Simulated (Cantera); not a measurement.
## Low-pressure radical oxidation in H2/O2

An isothermal, constant-pressure homogeneous reactor starts with H2 : O2 = 0.15 : 1 (molar parts), equivalence ratio 0.075, at 1400 K and 0.900 Torr.

Model: GRI-Mech 3.0 (53 species, 325 reactions), integrated in Cantera. Radical loss at walls, strong at low pressure, is not modelled. The temperature is held fixed by assumption; the heat of reaction is taken as removed at once.

| t (s) | x H2 | x O2 | x H2O2 | x HO2 | x O | x H | x H2O |
|---|---|---|---|---|---|---|---|
| 2.00e-5 | 0.130 | 0.870 | <1e-12 | 4.77e-9 | 1.86e-10 | 4.59e-9 | 5.98e-12 |
| 6.37e-5 | 0.130 | 0.870 | 2.10e-12 | 1.52e-8 | 1.75e-9 | 1.36e-8 | 1.79e-10 |
| 0.000203 | 0.130 | 0.870 | 2.12e-11 | 4.85e-8 | 1.48e-8 | 3.85e-8 | 4.78e-9 |
| 0.000647 | 0.130 | 0.870 | 2.12e-10 | 1.54e-7 | 1.23e-7 | 1.46e-7 | 1.14e-7 |
| 0.00206 | 0.130 | 0.870 | 2.06e-9 | 4.89e-7 | 3.15e-6 | 2.93e-6 | 5.58e-6 |
| 0.00658 | 0.0877 | 0.841 | 1.03e-8 | 2.65e-7 | 0.0163 | 0.0140 | 0.0303 |
| 0.0210 | 0.00476 | 0.774 | 1.27e-8 | 3.71e-7 | 0.0739 | 0.0298 | 0.104 |
| 0.0668 | 0.00472 | 0.775 | 1.27e-8 | 3.72e-7 | 0.0731 | 0.0293 | 0.105 |
| 0.213 | 0.00459 | 0.778 | 1.28e-8 | 3.72e-7 | 0.0704 | 0.0278 | 0.106 |
| 0.678 | 0.00418 | 0.787 | 1.30e-8 | 3.73e-7 | 0.0627 | 0.0235 | 0.110 |
| 2.16 | 0.00306 | 0.810 | 1.29e-8 | 3.64e-7 | 0.0434 | 0.0137 | 0.119 |
| 6.89 | 0.00119 | 0.841 | 1.03e-8 | 2.82e-7 | 0.0159 | 0.00306 | 0.132 |
| 22.0 | 0.000191 | 0.857 | 4.71e-9 | 1.11e-7 | 0.00249 | 0.000191 | 0.138 |
| 70.0 | 2.41e-5 | 0.860 | 1.55e-9 | 3.73e-8 | 0.000312 | 8.49e-6 | 0.139 |
x: mole fraction; the columns are a selection and need not sum to one.

Equilibrium at this temperature and pressure: H2 1.97e-6, O2 0.860, H2O2 5.01e-10, HO2 5.72e-8, O 2.55e-5, H 1.99e-7, H2O 0.139 (gas phase only).
